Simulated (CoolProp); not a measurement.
Saturation properties of hexamethyldisiloxane (MM) (Tc = 518.7 K, pc = 19.31 bar, ω = 0.418).

The numbers come from the reference Helmholtz-energy equation of state, Thol 2016 in CoolProp.

```
T (K)  p (bar)  liquid density (kg/m³)  vapour density (kg/m³)  surface tension (mN/m)
-----  -------  ----------------------  ----------------------  ----------------------
346.5   0.4270                   706.7                   2.492                    11.3
349.1   0.4671                   703.8                   2.713                     ___
351.7   0.5102                     ___                   2.948                    10.8
354.2   0.5546                   697.9                   3.190                    10.6
356.8   0.6039                   694.9                   3.458                    10.4
359.4   0.6566                   691.8                   3.743                    10.2
361.9   0.7106                   688.9                   4.034                    9.99
364.5   0.7705                   685.8                   4.356                    9.78
367     0.8317                   682.9                   4.684                    9.58
369.6      ___                   679.8                   5.046                    9.37
372.2   0.9711                   676.6                   5.430                    9.17
374.7    1.044                   673.6                   5.820                    8.97
377.3    1.125                   670.4                   6.249                    8.76
```

### Question
Fill in the missing entries.

### Answer

- 349.1, surface tension (mN/m): 11.0
- 351.7, liquid density (kg/m³): 700.8
- 369.6, p (bar): 0.8993

It boils at 373.7 K under 1 atm.

Surface tension comes from a separate correlation (Mulero 2014), older than this fluid's equation and unchecked against measurements.
